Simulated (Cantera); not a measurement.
# Thermodynamics of silicon epitaxy and polysilicon growth, feed SiH₄ + Cl₂ + H₂

Charge: 1 mol SiH₄, 0.19 mol Cl₂, 4.3 mol H₂, held at 0.870 bar.

These are equilibrium values from Cantera (NASA tables, ideal gas, pure condensed phases), not measurements of a reactor. Candidate condensed phases: Si; 19 gas species. The tables' values for SiCl₃ are old estimates; treat these amounts as uncertain. The numbers say what is thermodynamically allowed, not how fast it happens.

| T (°C) | log p H₂ | log p HCl | log p SiHCl₃ | log p SiCl₄ | log p SiCl₂ | log p SiCl₃ | log p SiH₂Cl₂ | log p SiH₃Cl | n Si(s) |
|---|---|---|---|---|---|---|---|---|---|
| 652 | -0.07 | -2.55 | -2.15 | -2.19 | -4.87 | -4.33 | -3.12 | -4.69 | 0.894 |
| 727 | -0.07 | -2.26 | -2.18 | -2.22 | -4.21 | -3.91 | -3.11 | -4.64 | 0.900 |
| 802 | -0.07 | -2.01 | -2.23 | -2.27 | -3.66 | -3.57 | -3.13 | -4.60 | 0.908 |
| 877 | -0.07 | -1.82 | -2.31 | -2.36 | -3.21 | -3.31 | -3.16 | -4.58 | 0.918 |
| 952 | -0.08 | -1.66 | -2.43 | -2.51 | -2.86 | -3.13 | -3.23 | -4.59 | 0.930 |
| 1027 | -0.08 | -1.55 | -2.62 | -2.75 | -2.59 | -3.06 | -3.34 | -4.61 | 0.940 |
| 1102 | -0.08 | -1.48 | -2.88 | -3.08 | -2.42 | -3.08 | -3.50 | -4.67 | 0.947 |
| 1177 | -0.08 | -1.45 | -3.19 | -3.49 | -2.32 | -3.18 | -3.70 | -4.74 | 0.951 |
| 1252 | -0.08 | -1.43 | -3.51 | -3.92 | -2.26 | -3.33 | -3.91 | -4.83 | 0.952 |
log p: log10 of the partial pressure in bar; n: condensed amount in mol.

From 652 °C to 1252 °C the condensed part is Si(s). The main Si-bearing gas is SiHCl₃ at 652 °C and SiCl₂ at 1252 °C. The share of Si in condensed phases is highest at 1252 °C (95.2 %) and lowest at 652 °C (89.4 %).
